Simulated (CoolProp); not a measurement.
The fluid at 293.15 K and 0.113 MPa is throttled through a valve to 0.0119 MPa with no heat exchange. The same conditions are run with several fluids, on thermodynamics alone (safety and materials aside).

Model: reference Helmholtz-energy equation of state of each fluid (CF4 (R14): Platzer 1990; trans-2-butene: Lemmon 2005; sulfur dioxide: Gao 2016; methane: Setzmann 1991; C2F6 (R116): Lemmon 2006), in CoolProp. The equations of Platzer and Polt are older, rougher fits.

Rank CF4 (R14), trans-2-butene, sulfur dioxide, methane, C2F6 (R116) by temperature change (K), highest first.

methane (-0.5), CF4 (R14) (-0.6), C2F6 (R116) (-0.9), trans-2-butene (-3.4), sulfur dioxide (-4.2)

| fluid | final density (kg/m³) |
|---|---|
| CF4 (R14) | 0.431 |
| trans-2-butene | 0.278 |
| sulfur dioxide | 0.318 |
| methane | 0.0785 |
| C2F6 (R116) | 0.677 |
